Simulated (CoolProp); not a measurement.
Normal hydrogen at 293.15 K and 0.481 MPa flows at 0.09 m/s in a round tube of 100 mm bore and 1.5 µm roughness, fully developed (64/Re and Nu = 3.66 if laminar; Colebrook and Gnielinski if turbulent). Each further row changes one setting.

Values from CoolProp's reference Helmholtz-energy equation of state, Leachman 2009.

```json
[
 {"case": "as stated", "Reynolds number": "406", "Darcy friction factor": "0.158", "pressure drop (Pa/m)": "…", "heat-transfer coefficient (W/(m² K))": "6.73", "mass flow (kg/h)": "1.01"},
 {"case": "velocity 0.18 m/s", "Reynolds number": "811", "Darcy friction factor": "0.0789", "pressure drop (Pa/m)": "…", "heat-transfer coefficient (W/(m² K))": "6.73", "mass flow (kg/h)": "…"},
 {"case": "diameter 200 mm", "Reynolds number": "811", "Darcy friction factor": "0.0789", "pressure drop (Pa/m)": "…", "heat-transfer coefficient (W/(m² K))": "…", "mass flow (kg/h)": "…"}
]
```

Question: Some entries are withheld; supply them.

Answer: 
- as stated, pressure drop (Pa/m): 0.00253
- velocity 0.18 m/s, pressure drop (Pa/m): 0.00507
- velocity 0.18 m/s, mass flow (kg/h): 2.02
- diameter 200 mm, pressure drop (Pa/m): 0.000634
- diameter 200 mm, heat-transfer coefficient (W/(m² K)): 3.37
- diameter 200 mm, mass flow (kg/h): 4.04

Viscosity comes from a separate model (Muzny 2013). Thermal conductivity comes from a separate model (Assael 2011).
